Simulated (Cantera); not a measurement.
Charge: 1 mol FeS, 1500 mol H2, at 1650 Torr.

These are equilibrium values from Cantera (NASA tables, ideal gas, pure condensed phases), not measurements of a reactor. Candidate condensed phases: Fe, FeS, FeS2, S; 8 gas species. The numbers say what is thermodynamically allowed, not how fast it happens.

Problem. Which condensed phases are stable at each of these points (T (°C)): 725, 825, 925, 1025, 1125, 1225, 1325, 1425, 1525, 1625, 1725, 1825, 1925?

Solution. 
```tsv
T (°C)	condensed phases	Fe condensed (%)
725	Fe(α)	100.0
825	Fe(α)	100.0
925	Fe(γ)	100.0
1025	Fe(γ)	100.0
1125	Fe(γ)	100.0
1225	Fe(γ)	100.0
1325	Fe(γ)	99.9
1425	Fe(δ)	99.6
1525	Fe(δ)	98.0
1625	Fe(l)	92.6
1725	Fe(l)	75.7
1825	Fe(l)	29.1
1925	gas only	0.0
```

From 725 °C to 825 °C the condensed part is Fe(α). From 925 °C to 1325 °C the condensed part is Fe(γ). From 1425 °C to 1525 °C the condensed part is Fe(δ). From 1625 °C to 1825 °C the condensed part is Fe(l). At 1925 °C nothing is condensed.
